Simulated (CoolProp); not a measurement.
A closed Brayton cycle with nitrogen: compressor inlet 318.15 K and 3.3 MPa, high pressure 11.2 MPa, turbine inlet 680 K, compressor efficiency 0.85, turbine efficiency 0.9, recuperator effectiveness 0 (on enthalpy, no pinch check). Each further row changes one setting.

Values from CoolProp's reference Helmholtz-energy equation of state, Span 2000.

```
case                           thermal efficiency (%)  net work (kJ/kg)  compressor to turbine work  compressor exit (K)  turbine exit (K)
-----------------------------  ----------------------  ----------------  --------------------------  -------------------  ----------------
as stated                                        12.1              27.3                        0.86                475.8             503.5
turbine inlet 630 K                               7.5              12.7                        0.93                475.8             465.1
compressor inlet 328.15 K                        10.4              21.9                        0.89                490.5             503.5
high pressure 9.52 MPa                           12.3              31.0                        0.82                451.6             524.0
recuperator effectiveness 0.5                    12.9              27.3                        0.86                475.8             503.5
```
